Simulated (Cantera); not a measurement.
Charge: 1 mol FeS₂, 0.11 mol H₂S, 2.2 mol H₂O, 3.7 mol SO₂, at 1152 °C and 5.00 bar.

Method: chemical equilibrium by Gibbs-energy minimisation in Cantera with the NASA 1993 tables (ideal gas, pure condensed phases). Candidate condensed phases: Fe, FeO, Fe(OH)₂, Fe(OH)₃, FeS, FeSO₄, FeS₂, Fe₂O₃, Fe₂(SO₄)₃, Fe₃O₄, H₂O, H₂SO₄, S; 22 gas species. FeS: taken at fixed stoichiometry. Equilibrium is a limit: real reactors are often held back by kinetics, nucleation or transport.

Base state: SO₂ 0.566, H₂O 0.333, S₂ 0.0695, H₂S 0.0165, S₂O 0.00774, H₂ 0.00525, SO 0.00133, SH 0.000226 (mole fractions); condensed: FeS(s).

Question: What changes in the equilibrium state with this change: pressure from 5.00 bar to 0.0340 bar?

Answer: 
```tsv
species	before	after
SO₂	0.566	0.474
H₂O	0.333	0.306
S₂	0.0695	0.177
H₂	0.00525	0.0232
H₂S	0.0165	0.00958
S	1.92e-6	3.72e-5
SO	0.00133	0.00536
FeS(s), mol	1.000	0.00546
FeO(s), mol	0	0.995
```
Metal and sulfide melt together well below either melting point, which pure phases cannot show. Mutual solubility and eutectic melting of coexisting phases are not modelled. The tables' stoichiometric FeO is somewhat more stable than real wüstite, so its field is too wide. FeO, FeS: taken at fixed stoichiometry.
